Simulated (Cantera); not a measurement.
Charge: 1 mol Al(CH3)3, 41 mol N2O, 1.8 mol N2, equilibrated at 0.100 bar.

Equilibrium computed with Cantera from the NASA thermochemical tables; the gas is ideal and each condensed phase is pure. Candidate condensed phases: Al, AlN, Al2O3, C, C6H6, C7H8, C8H18, H2O; 148 gas species. The feed counts by its element totals alone. The numbers say what is thermodynamically allowed, not how fast it happens.

**Question.** At 1575 K, list the 5 most abundant gas species with their mole fractions, and the condensed phases.

**Answer.** N2 0.660, O2 0.223, H2O 0.0693, CO2 0.0463, NO 0.00164. Condensed: Al2O3(s).
